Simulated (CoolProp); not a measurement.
The fluid at 368.92 K and 0.608 MPa flows at 2.8 m/s in a round tube of 12.7 mm bore and 15 µm roughness, fully developed (64/Re and Nu = 3.66 if laminar; Colebrook and Gnielinski if turbulent). The same conditions are run with several fluids, on thermodynamics alone (safety and materials aside).

Model: reference Helmholtz-energy equation of state of each fluid (carbon dioxide: Span 1996; R22: Kamei 1995; n-butane: Bücker 2006; R142b: Lemmon 2006; R236EA: Rui 2013), in CoolProp.

Problem. Rank carbon dioxide, R22, n-butane, R142b, R236EA by Reynolds number, highest first.

Solution. R236EA (87800), R142b (59400), n-butane (48900), R22 (37400), carbon dioxide (17200)

```csv
fluid,Darcy friction factor,pressure drop (Pa/m),heat-transfer coefficient (W/(m² K)),mass flow (kg/h)
carbon dioxide,0.0291,79.6,90.9,11.3
R22,0.0255,141,133,22.9
n-butane,0.0246,96.5,253,16.2
R142b,0.0240,160,201,27.6
R236EA,0.0230,238,319,42.7
```

Transport values come from each fluid's own correlations; those of R22, R142b, R236EA are estimates that may be off by 10 % or more.
